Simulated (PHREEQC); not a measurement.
Solution (20 °C): 0.00168 mol Na2S and 0.00094 mol NaHCO3 per kg of water. Closed to the air; pH follows from the charge balance.

Equilibrium calculation in PHREEQC: ion-association model, phreeqc.dat.

| Quantity | Value |
|---|---|
| pH | 11.06 |
| ionic strength | 0.00506 mol/kgw |
| specific conductance | 508 µS/cm |
| total alkalinity | 4.30 meq/kg |

```json
[
 {"species": "Na+", "molality": "0.00426", "activity": "0.00396", "log γ": "-0.032"},
 {"species": "HS-", "molality": "0.00166", "activity": "0.00154", "log γ": "-0.033"},
 {"species": "OH-", "molality": "0.000849", "activity": "0.000786", "log γ": "-0.033"},
 {"species": "CO3-2", "molality": "0.000776", "activity": "0.000578", "log γ": "-0.128"},
 {"species": "HCO3-", "molality": "0.000129", "activity": "0.000120", "log γ": "-0.032"},
 {"species": "NaCO3-", "molality": "3.55e-5", "activity": "3.30e-5", "log γ": "-0.033"},
 {"species": "S-2", "molality": "2.03e-5", "activity": "1.50e-5", "log γ": "-0.129"},
 {"species": "NaHCO3", "molality": "2.73e-7", "activity": "2.74e-7", "log γ": "0.001"},
 {"species": "H2S", "molality": "1.37e-7", "activity": "1.37e-7", "log γ": "0.001"},
 {"species": "CO2", "molality": "2.50e-9", "activity": "2.51e-9", "log γ": "0.001"}
]
```

Precipitation was switched off in this run. Complexes and solids missing from the database can't appear.
